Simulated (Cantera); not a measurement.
Input: 1 mol CHF3, a varied amount of H2, at 83.0 Pa.

Equilibrium computed with Cantera from the NASA thermochemical tables; the gas is ideal and each condensed phase is pure. Candidate condensed phases: C, C6H6, C7H8, C8H18; 95 gas species. The numbers say what is thermodynamically allowed, not how fast it happens.

### Question
What condenses at these points (T in K, n(H2) in mol): (2700, 1.4); (2650, 2); (2675, 4.4); (2800, 4.4); (2575, 0.95)?

### Answer
| T (K) | n(H2) in mol | condensed phases | C condensed (%) |
|---|---|---|---|
| 2700 | 1.4 | C | 83.7 |
| 2650 | 2 | C | 89.0 |
| 2675 | 4.4 | C | 69.8 |
| 2800 | 4.4 | gas only | 0.0 |
| 2575 | 0.95 | C | 96.9 |
